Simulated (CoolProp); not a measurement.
A simple Rankine cycle with isohexane: condensing at 328.15 K, boiler at 1.54 MPa, turbine inlet 493.6 K, turbine efficiency 0.7, pump efficiency 0.6, no recuperator. Each further row changes one setting.

The numbers come from the reference Helmholtz-energy equation of state, Lemmon 2006 in CoolProp. It is a short technical equation, of lower accuracy than the large ones.

| case | thermal efficiency (%) | net work (kJ/kg) | heat in (kJ/kg) | turbine exit temperature (K) | volume ratio over the turbine |
|---|---|---|---|---|---|
| as stated | 12.1 | 78.9 | 651 | 445.3 | 20.4 |
| turbine inlet 513.6 K | 11.9 | 83.8 | [?] | 466.7 | [?] |
| condensing temperature 320.15 K | 12.9 | 86.6 | 670 | 441.8 | 26.6 |
| boiler pressure 1.08 MPa | [?] | 72.5 | [?] | [?] | [?] |
| turbine efficiency 0.6 | [?] | 67.0 | 651 | 450.4 | 20.6 |

### Question
What belongs in the gaps?

### Answer

- turbine inlet 513.6 K, heat in (kJ/kg): 707
- turbine inlet 513.6 K, volume ratio over the turbine: 19.7
- boiler pressure 1.08 MPa, thermal efficiency (%): 10.9
- boiler pressure 1.08 MPa, heat in (kJ/kg): 665
- boiler pressure 1.08 MPa, turbine exit temperature (K): 454.0
- boiler pressure 1.08 MPa, volume ratio over the turbine: 13.3
- turbine efficiency 0.6, thermal efficiency (%): 10.3
